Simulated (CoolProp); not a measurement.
The fluid at 424.55 K and 3.57 MPa is throttled through a valve to 2.16 MPa with no heat exchange. The same conditions are run with several fluids, on thermodynamics alone (safety and materials aside).

Model: reference Helmholtz-energy equation of state of each fluid (CF4 (R14): Platzer 1990; chloromethane (R40): Thol 2014; fluoroethane (R161): Wu 2012; methane: Setzmann 1991; R124: de Vries 1995), in CoolProp. The equations of Platzer and Polt are older, rougher fits.

Question: Rank CF4 (R14), chloromethane (R40), fluoroethane (R161), methane, R124 by temperature change (K), highest first.

Answer: methane (-2.6), CF4 (R14) (-3.2), fluoroethane (R161) (-11.3), R124 (-15.1), chloromethane (R40) (-18.4)

| fluid | final density (kg/m³) |
|---|---|
| CF4 (R14) | 55.0 |
| chloromethane (R40) | 37.5 |
| fluoroethane (R161) | 34.2 |
| methane | 9.94 |
| R124 | 110 |
